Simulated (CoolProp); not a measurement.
Vapour-liquid equilibrium of n-heptane (1) + ethylbenzene (2) at 354.3 K; x and y are mole fractions of (1).

Model: multi-fluid Helmholtz-energy mixture model, Span 2003 and Zhou 2012; pair parameters Bell 2016, in CoolProp.

```csv
x,bubble pressure (MPa),y at the bubble point,dew pressure at overall composition x (MPa),liquid density (mol/L)
0.05,0.02069,0.193,0.01825,7.573
0.125,0.02501,0.380,0.01946,7.456
0.2,0.02889,0.503,0.02084,7.342
0.275,0.03242,0.592,0.02241,7.231
0.35,0.03568,0.661,0.02422,7.123
0.425,0.03873,0.718,0.02632,7.017
0.5,0.04161,0.765,0.02878,6.914
0.575,0.04438,0.807,0.03168,6.813
0.65,0.04706,0.845,0.03510,6.715
0.725,0.04970,0.881,0.03915,6.620
0.8,0.05231,0.914,0.04387,6.527
0.875,0.05491,0.947,0.04926,6.436
0.95,0.05753,0.979,0.05517,6.348
```

No azeotrope shows between x = 0.05 and 0.95.

Pair parameters are fitted to limited data, so mixtures are less certain than the pure fluids.
